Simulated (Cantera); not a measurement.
A closed system holds: 1 mol N₂O, 0.044 mol SO₂, held at 3152 °C and 0.100 bar.

These are equilibrium values from Cantera (NASA tables, ideal gas, pure condensed phases), not measurements of a reactor. Candidate condensed phases: S; 17 gas species. Equilibrium is a limit: real reactors are often held back by kinetics, nucleation or transport.

Base state: N₂ 0.505, O 0.358, O₂ 0.0776, NO 0.0365, SO 0.0121, S 0.00715, SO₂ 0.00378, N 0.000346 (mole fractions); condensed: gas only.

**Question.** What changes in the equilibrium state with this change: SO₂ from 0.044 to 0.16 mol?

**Answer.** 
| species | before | after |
|---|---|---|
| N₂ | 0.505 | 0.450 |
| O | 0.358 | 0.361 |
| O₂ | 0.0776 | 0.0789 |
| SO | 0.0121 | 0.0392 |
| S | 0.00715 | 0.0230 |
| SO₂ | 0.00378 | 0.0124 |
| NO | 0.0365 | 0.0347 |
| S₂ | 9.03e-6 | 9.38e-5 |
| SN | 9.51e-6 | 2.89e-5 |
| N | 0.000346 | 0.000327 |
